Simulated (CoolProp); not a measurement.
Saturation properties of acetone (Tc = 508.1 K, pc = 4.692 MPa, ω = 0.307).

Model: reference Helmholtz-energy equation of state, Lemmon 2006, in CoolProp. It is a short technical equation, of lower accuracy than the large ones.

```tsv
T (K)	p (MPa)	liquid density (kg/m³)	vapour density (kg/m³)	enthalpy of vaporisation (kJ/kg)	liquid cp (kJ/(kg K))
301.6	?	?	0.8477	?	2.152
310.9	0.05186	770.2	1.207	521.1	2.176
320.2	0.07367	759.5	1.679	511.2	?
329.6	0.1026	748.5	2.295	501.0	2.231
338.9	0.1395	737.4	3.069	490.6	2.260
348.2	0.1861	726.0	4.037	479.8	2.292
357.5	0.2441	714.3	5.232	468.6	2.326
366.8	0.3152	702.3	6.693	456.9	2.363
376.2	0.4024	689.7	8.486	444.7	2.403
385.5	0.5057	676.9	?	431.9	2.445
394.8	0.6280	663.6	13.19	418.5	2.491
```

**Question.** What belongs in the gaps?

**Answer.** 
- 301.6, p (MPa): 0.03558
- 301.6, liquid density (kg/m³): 780.8
- 301.6, enthalpy of vaporisation (kJ/kg): 530.7
- 320.2, liquid cp (kJ/(kg K)): 2.202
- 385.5, vapour density (kg/m³): 10.62

It boils at 329.2 K under 1 atm.
